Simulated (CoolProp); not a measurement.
A simple Rankine cycle with R1224YDZ: condensing at 328.15 K, boiler at 1.1 MPa, turbine inlet 372.6 K, turbine efficiency 0.65, pump efficiency 0.6, no recuperator. Each further row changes one setting.

The numbers come from the reference Helmholtz-energy equation of state, Akasaka 2023 in CoolProp.

```csv
case,thermal efficiency (%),net work (kJ/kg),heat in (kJ/kg),turbine exit temperature (K),volume ratio over the turbine
as stated,6.0,10.6,175,346.1,3.17
turbine inlet 392.6 K,6.0,11.8,197,368.2,3.06
condensing temperature 320.15 K,7.1,13.1,185,341.4,4.02
boiler pressure 0.77 MPa,4.2,7.67,183,357.0,2.09
turbine efficiency 0.55,5.0,8.80,175,348.0,3.19
```
